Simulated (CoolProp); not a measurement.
Oxygen at 293.15 K and 0.588 MPa is throttled through a valve to 0.214 MPa with no heat exchange. Each further row changes one setting.

Model: reference Helmholtz-energy equation of state, Schmidt 1985, in CoolProp.

```
case                        temperature change (K)  final density (kg/m³)
--------------------------  ----------------------  ---------------------
as stated                                     -1.0                   2.82
outlet pressure 0.0642 MPa                    -1.5                  0.847
outlet pressure 0.278 MPa                     -0.9                   3.67
```
